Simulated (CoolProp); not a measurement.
500 sccm (0 °C, 1 atm) of nitrogen bubbles through liquid water at 358.2 K and leaves saturated at a total pressure of 0.15 MPa (ideal gas phase). Each further row changes one setting.

The numbers come from the reference Helmholtz-energy equation of state, Wagner 2002 in CoolProp.

```
case                      vapour pressure (kPa)  mole fraction of vapour  delivery (mg/min)  delivery (sccm)  change of delivery for a bath 1 K warmer (%)
------------------------  ---------------------  -----------------------  -----------------  ---------------  --------------------------------------------
as stated                                  58.0                    0.387         (withheld)              315                                    (withheld)
bath temperature 363.2 K                   70.3                    0.469                355              441                                           7.5
total pressure 0.3 MPa                     58.0                    0.193         (withheld)              120                                           5.0
```

**Question.** Complete the blanks.

**Answer.** 
- as stated, delivery (mg/min): 253
- as stated, change of delivery for a bath 1 K warmer (%): 6.7
- total pressure 0.3 MPa, delivery (mg/min): 96.3
